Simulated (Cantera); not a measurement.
What does this Cantera script print?

```python
import numpy as np
import cantera as ct

gas = ct.Solution("gri30.yaml", transport_model="mixture-averaged")
show = ['CH3', 'C2H2', 'OH']

rows = []
print(f"{'T/K':>7s}{'rho':>11s}{'cp':>10s}{'mu':>11s}{'lambda':>11s}{'Pr':>7s}" + "".join(f"{'D_' + s:>11s}" for s in show))
for T in [400, 550, 700, 850, 1000, 1150, 1300]:
    gas.TPX = T, 500000, {'N2': 0.61, 'NO': 0.16, 'CO2': 0.65}
    Pr = gas.cp_mass * gas.viscosity / gas.thermal_conductivity
    D = [gas.mix_diff_coeffs_mole[gas.species_index(s)] for s in show]
    rows.append([gas.density, gas.cp_mass, gas.viscosity, gas.thermal_conductivity, Pr, *D])
    print(f"{T:7g}{gas.density:11.4e}{gas.cp_mass:10.1f}{gas.viscosity:11.4e}"
          f"{gas.thermal_conductivity:11.4e}{Pr:7.3f}" + "".join(f"{d:11.4e}" for d in D))
print("SI units: kg/m3, J/kg/K, Pa s, W/m/K, m2/s")
```

Output:

```
    T/K        rho        cp         mu     lambda     Pr      D_CH3     D_C2H2       D_OH
    400 5.3461e+00     980.5 2.1094e-05 2.9092e-02  0.711 6.7549e-06 4.9431e-06 9.4755e-06
    550 3.8881e+00    1051.1 2.7070e-05 3.9756e-02  0.716 1.1854e-05 8.7617e-06 1.6424e-05
    700 3.0549e+00    1110.5 3.2344e-05 4.9950e-02  0.719 1.7985e-05 1.3372e-05 2.4749e-05
    850 2.5158e+00    1161.0 3.7131e-05 5.9645e-02  0.723 2.5053e-05 1.8695e-05 3.4331e-05
   1000 2.1384e+00    1202.7 4.1559e-05 6.8867e-02  0.726 3.2988e-05 2.4678e-05 4.5081e-05
   1150 1.8595e+00    1233.3 4.5708e-05 7.7655e-02  0.726 4.1738e-05 3.1278e-05 5.6935e-05
   1300 1.6450e+00    1258.5 4.9634e-05 8.6048e-02  0.726 5.1263e-05 3.8463e-05 6.9838e-05
SI units: kg/m3, J/kg/K, Pa s, W/m/K, m2/s
```

Computed with Cantera and GRI-Mech 3.0 (53 species, 325 reactions). The composition is frozen, though it would react at the higher temperatures.
